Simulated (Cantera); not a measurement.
A freely propagating, adiabatic, planar premixed flame of H₂ : O₂ : N₂ = 1 : 0.685 : 2.58 (molar parts), equivalence ratio 0.73, unburnt at 500 K and 5.00 bar; mixture-averaged transport, grid criteria slope 0.08 and curve 0.16, no radiation.

Computed with Cantera and the H2/O2 subset of GRI-Mech 3.0, which has no nitrogen chemistry. The hydrogen kinetics of GRI-Mech 3.0 are dated; newer H2 mechanisms differ, most at raised pressure. Burning velocities carry a grid error of a few per cent, more on coarse grids.

**Question.** Predict: laminar burning velocity; thermal thickness; peak x(OH); peak x(HO₂); peak x(H); peak x(H₂O₂).

**Answer.** 
* **laminar burning velocity**: 256 cm/s
* **thermal thickness**: 0.0574 mm
* **peak x(OH)**: 0.0117
* **peak x(HO₂)**: 0.000904
* **peak x(H)**: 0.00976
* **peak x(H₂O₂)**: 0.000124
